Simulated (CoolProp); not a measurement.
The numbers come from the reference Helmholtz-energy equation of state, Thol 2017 in CoolProp.

Problem. For octamethyltrisiloxane (MDM), give the phase and the speed of sound (m/s) at 448.9 K and 0.0078 MPa.

Solution. 
- 448.9 K and 0.0078 MPa: gas; speed of sound 126
